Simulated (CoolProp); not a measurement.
Properties of propylene glycol along the isotherm 285.95 °C.

The numbers come from the reference Helmholtz-energy equation of state, Eisenbach 2021 in CoolProp.

```json
[
 {"p (MPa)": "0.231", "phase": "gas", "density (kg/m³)": "3.866", "cp (kJ/(kg K))": "2.833", "speed of sound (m/s)": "247.1", "Joule-Thomson coefficient (K/MPa)": "8.188"},
 {"p (MPa)": "0.373", "phase": "gas", "density (kg/m³)": "6.334", "cp (kJ/(kg K))": "2.851", "speed of sound (m/s)": "243.9", "Joule-Thomson coefficient (K/MPa)": "8.408"},
 {"p (MPa)": "0.602", "phase": "gas", "density (kg/m³)": "10.48", "cp (kJ/(kg K))": "2.883", "speed of sound (m/s)": "238.4", "Joule-Thomson coefficient (K/MPa)": "8.802"},
 {"p (MPa)": "0.972", "phase": "gas", "density (kg/m³)": "17.69", "cp (kJ/(kg K))": "2.948", "speed of sound (m/s)": "228.7", "Joule-Thomson coefficient (K/MPa)": "9.571"},
 {"p (MPa)": "1.57", "phase": "liquid", "density (kg/m³)": "776.1", "cp (kJ/(kg K))": "3.969", "speed of sound (m/s)": "716.4", "Joule-Thomson coefficient (K/MPa)": "0.02393"},
 {"p (MPa)": "2.54", "phase": "liquid", "density (kg/m³)": "778.5", "cp (kJ/(kg K))": "3.956", "speed of sound (m/s)": "726.1", "Joule-Thomson coefficient (K/MPa)": "0.01683"},
 {"p (MPa)": "4.1", "phase": "liquid", "density (kg/m³)": "782.1", "cp (kJ/(kg K))": "3.937", "speed of sound (m/s)": "741.1", "Joule-Thomson coefficient (K/MPa)": "0.006274"},
 {"p (MPa)": "6.62", "phase": "liquid", "density (kg/m³)": "787.7", "cp (kJ/(kg K))": "3.909", "speed of sound (m/s)": "764.1", "Joule-Thomson coefficient (K/MPa)": "-0.008849"},
 {"p (MPa)": "10.7", "phase": "liquid", "density (kg/m³)": "796.1", "cp (kJ/(kg K))": "3.871", "speed of sound (m/s)": "798.8", "Joule-Thomson coefficient (K/MPa)": "-0.02940"},
 {"p (MPa)": "17.3", "phase": "liquid", "density (kg/m³)": "808.1", "cp (kJ/(kg K))": "3.821", "speed of sound (m/s)": "849.5", "Joule-Thomson coefficient (K/MPa)": "-0.05538"},
 {"p (MPa)": "27.9", "phase": "liquid", "density (kg/m³)": "824.7", "cp (kJ/(kg K))": "3.762", "speed of sound (m/s)": "920.7", "Joule-Thomson coefficient (K/MPa)": "-0.08538"},
 {"p (MPa)": "45.1", "phase": "liquid", "density (kg/m³)": "846.8", "cp (kJ/(kg K))": "3.695", "speed of sound (m/s)": "1018", "Joule-Thomson coefficient (K/MPa)": "-0.1173"},
 {"p (MPa)": "72.9", "phase": "liquid", "density (kg/m³)": "875.1", "cp (kJ/(kg K))": "3.625", "speed of sound (m/s)": "1146", "Joule-Thomson coefficient (K/MPa)": "-0.1481"}
]
```
